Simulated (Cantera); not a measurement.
# Catalytic stagnation flow on Pt

A jet of H2 : O2 : N2 = 0.019 : 0.12 : 0.79 (molar parts), equivalence ratio 0.079 at 300 K and 0.0530 bar hits a platinum plate 3 cm away at a mass flux of 0.02 kg/m²/s; the plate temperature is set and raised in steps from an oxygen-covered start.

Cantera simulation using Deutschmann's 1995 Pt surface mechanism with GRI-Mech 3.0 gas chemistry; the numbers are that mechanism's predictions, not measurements. Catalytic surfaces can have several steady states; this one follows from the mechanism file's or the stated starting coverage.

| plate T (K) | wall x H2 | wall x O2 | wall x H2O | wall x OH | θ free Pt | θ O* | θ OH* |
|---|---|---|---|---|---|---|---|
| 600 | 0.00298 | 0.111 | 0.0332 | <1e-8 | 0.0442 | 0.952 | 0.00377 |
| 650 | 0.00294 | 0.111 | 0.0331 | <1e-8 | 0.0471 | 0.950 | 0.00255 |
| 700 | 0.00271 | 0.111 | 0.0333 | <1e-8 | 0.0543 | 0.944 | 0.00189 |
| 750 | 0.00213 | 0.110 | 0.0342 | <1e-8 | 0.0745 | 0.924 | 0.00160 |
| 800 | 0.00152 | 0.110 | 0.0352 | <1e-8 | 0.113 | 0.886 | 0.00147 |
| 850 | 0.00110 | 0.109 | 0.0358 | 1.56e-8 | 0.166 | 0.833 | 0.00135 |
x: mole fraction at the wall; θ: surface coverage.
